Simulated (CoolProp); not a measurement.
Chloromethane (R40) at several states: Z from the reference equation and from simpler models built on Tc = 418.6 K, pc = 6.929 MPa, ω = 0.150; each cubic takes its own stable root.

The numbers come from the reference Helmholtz-energy equation of state, Thol 2014 in CoolProp.

```
T (K)  p (MPa)   phase  reference
-----  -------  ------  ---------
348      0.857     gas     0.9094
245.4    0.279  liquid   0.006835
429.8    0.947     gas     0.9527
251.8     1.59  liquid    0.03831
386.3   0.0316     gas     0.9978
```

Question: How far does each simpler model (van der Waals, Redlich-Kwong, Peng-Robinson) lie from the reference over these 5 states: mean and median of the absolute difference, and the worst?

Answer: 
- van der Waals: mean 2794.5 %, median 3.3 %, worst +13907.3 % at 245.4 K and 0.279 MPa
- Redlich-Kwong: mean 4.2 %, median 1.7 %, worst +9.6 % at 251.8 K and 1.59 MPa
- Peng-Robinson: mean 1.8 %, median 0.7 %, worst -4.2 % at 251.8 K and 1.59 MPa

At some of these states van der Waals gives the other phase, because its saturation line lies elsewhere.
